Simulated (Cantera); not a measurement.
An isothermal, constant-pressure homogeneous reactor starts with C2H6 : N2 = 1 : 2.8 (molar parts), at 1850 K and 0.00430 bar. Integrator tolerance rtol = 1e-08.

Model: GRI-Mech 3.0 (53 species, 325 reactions), integrated in Cantera. GRI-Mech 3.0 stops at C3 and has no aromatics, soot or wall deposition, so with more carbon than oxygen in the feed, carbon stays in small species such as C2H2 where larger ones or solid carbon would form. Radical loss at walls, strong at low pressure, is not modelled.

### Question
What does this change do: pressure from 0.00430 bar to 1.01 bar?

### Answer
| quantity | before | after |
|---|---|---|
| x(C2H6) at 2.00 s | 4.61e-9 (gas-phase equilibrium 3.79e-12) | 3.37e-7 (gas-phase equilibrium 2.08e-7) |
| x(H2) at 2.00 s | 0.342 (gas-phase equilibrium 0.342) | 0.340 (gas-phase equilibrium 0.341) |
| x(CH3) at 2.00 s | 0.000109 (gas-phase equilibrium 3.19e-6) | 6.18e-5 (gas-phase equilibrium 4.86e-5) |
| x(CH2) at 2.00 s | 1.32e-6 (gas-phase equilibrium 5.28e-8) | 6.69e-8 (gas-phase equilibrium 5.25e-8) |
| x(H) at 2.00 s | 0.00361 (gas-phase equilibrium 0.00484) | 0.000314 (gas-phase equilibrium 0.000315) |

### Question
What does this change do: N2 2.8 to 10 parts?

### Answer
| quantity | before | after |
|---|---|---|
| x(C2H6) at 2.00 s | 4.61e-9 (gas-phase equilibrium 3.79e-12) | 3.41e-9 (gas-phase equilibrium <1e-12) |
| x(H2) at 2.00 s | 0.342 (gas-phase equilibrium 0.342) | 0.152 (gas-phase equilibrium 0.152) |
| x(CH3) at 2.00 s | 0.000109 (gas-phase equilibrium 3.19e-6) | 8.31e-5 (gas-phase equilibrium 7.57e-7) |
| x(CH2) at 2.00 s | 1.32e-6 (gas-phase equilibrium 5.28e-8) | 1.01e-6 (gas-phase equilibrium 1.88e-8) |
| x(H) at 2.00 s | 0.00361 (gas-phase equilibrium 0.00484) | 0.00162 (gas-phase equilibrium 0.00323) |

### Question
What does this change do: 0.028 parts H2O added?

### Answer
```json
[
 {"quantity": "x(C2H6) at 2.00 s", "before": "4.61e-9 (gas-phase equilibrium 3.79e-12)", "after": "1.50e-8 (gas-phase equilibrium 3.77e-12)"},
 {"quantity": "x(H2) at 2.00 s", "before": "0.342 (gas-phase equilibrium 0.342)", "after": "0.344 (gas-phase equilibrium 0.345)"},
 {"quantity": "x(CH3) at 2.00 s", "before": "0.000109 (gas-phase equilibrium 3.19e-6)", "after": "0.000187 (gas-phase equilibrium 3.18e-6)"},
 {"quantity": "x(CH2) at 2.00 s", "before": "1.32e-6 (gas-phase equilibrium 5.28e-8)", "after": "2.02e-6 (gas-phase equilibrium 5.23e-8)"},
 {"quantity": "x(H) at 2.00 s", "before": "0.00361 (gas-phase equilibrium 0.00484)", "after": "0.00326 (gas-phase equilibrium 0.00486)"}
]
```
